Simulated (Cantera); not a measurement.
Feed: 1 mol SiCl4, 11 mol H2O, 0.22 mol N2O, held at 1873 K and 39.0 mbar.

Cantera equilibrium calculation (NASA polynomials, part measured and part estimated; ideal gas, pure solids and liquids). Candidate condensed phases: H2O, NH4Cl, Si, SiO2, Si2N2O, Si3N4; 47 gas species. The tables hold silica as quartz up to 1696 K and as liquid above; real silica turns to tridymite and cristobalite and melts near 1996 K. Gases not in the tables: Si(OH)4. Equilibrium is a limit: real reactors are often held back by kinetics, nucleation or transport.

Base state: H2O 0.671, HCl 0.287, N2 0.0163, Cl 0.0109, O2 0.00687, H2 0.00425, OH 0.00261, H 0.000213 (mole fractions); condensed: SiO2(condensed).

Q: What changes in the equilibrium state with this change: pressure from 39.0 mbar to 10.0 mbar?

A: 
```
species                 before     after
--------------------  --------  --------
H2O                      0.671     0.666
HCl                      0.287     0.282
N2                      0.0163    0.0163
Cl                      0.0109    0.0154
SiO                    1.39e-6   1.04e-5
H                     0.000213  0.000578
O                      9.92e-5  0.000203
Cl2                    2.41e-5   1.22e-5
H2                     0.00425   0.00803
OH                     0.00261   0.00373
SiO2(condensed), mol     1.000     1.000
```
